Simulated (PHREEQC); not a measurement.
A column of 0.5 m (30 cells, dispersivity 0.025 m, 3600 s a shift, diffusion coefficient 3e-10 m²/s) holds 0.15 eq of the database's cation exchanger X per kg of pore water, first in equilibrium with 0.76 mmol/kgw NaCl, 33 mmol/kgw MgSO4 and 0.01 mmol/kgw HCl. It is flushed with 0.028 mol CaCl2, 0.03 mol LiCl, 0.00056 mol Na2SO4 and 1e-05 mol HCl per kg of water, at 15 °C. Values are for the last cell. The system is closed to CO2. Precipitation was switched off in this run.

The series has 31 steps of pore volumes, from 0 to 6.017.

All values are PHREEQC results (ion-association model, phreeqc.dat), not measurements.

Question: After how many pore volumes does Li at the outlet first reach half of its feed value?

Answer: By 1.4 pore volumes.

Question: After how many pore volumes does Ca at the outlet first reach half of its feed value?

Answer: By 3.6 pore volumes.
